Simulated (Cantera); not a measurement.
A freely propagating, adiabatic, planar premixed flame of 4.80 % CH4, 5.76 % C2H6, 21.3 % O2, 68.2 % N2, equivalence ratio 1.4, unburnt at 475 K and 4.93 atm; mixture-averaged transport, grid criteria slope 0.08 and curve 0.16, no radiation.

Detailed kinetics in Cantera: GRI-Mech 3.0 (53 species, 325 reactions). Burning velocities carry a grid error of a few per cent, more on coarse grids.

x: mole fraction of selected species; z is measured from the peak of heat release.

```tsv
z (mm)	T (K)	u (m/s)	x CH4	x C2H6	x O2	x CH2O	x OH	x H2
-0.332	475	0.475	0.0478	0.0574	0.212	1.28e-7	<1e-8	0.00297
-0.221	479	0.481	0.0475	0.0572	0.211	2.41e-6	<1e-8	0.00796
-0.166	495	0.500	0.0468	0.0566	0.208	1.92e-5	<1e-8	0.0142
-0.111	___	0.620	0.0438	0.0539	0.196	0.000218	<1e-8	0.0259
-0.0553	___	1.17	0.0326	0.0348	0.143	0.00177	6.24e-6	0.0425
-0.0276	___	1.68	0.0222	0.0127	0.0909	0.00205	0.000103	0.0506
0	___	2.14	0.00983	0.000776	0.0406	0.000618	0.000640	0.0550
0.0276	2123	2.38	0.00271	1.52e-5	0.0139	0.000169	0.00141	0.0554
0.0553	2199	2.46	0.000788	1.08e-6	0.00443	5.74e-5	0.00170	0.0562
0.111	2241	2.50	0.000132	2.63e-8	0.000570	9.18e-6	0.00155	0.0583
0.221	2259	2.52	1.58e-5	<1e-8	6.03e-5	8.35e-7	0.00117	0.0600
0.442	2269	2.53	1.50e-6	<1e-8	2.26e-5	6.39e-8	0.000827	0.0605
0.884	2276	2.54	1.14e-7	<1e-8	1.07e-5	1.41e-8	0.000583	0.0607
```

Q: What belongs in the gaps?

A: 
- -0.111, T (K): 604
- -0.0553, T (K): 1098
- -0.0276, T (K): 1531
- 0, T (K): 1918
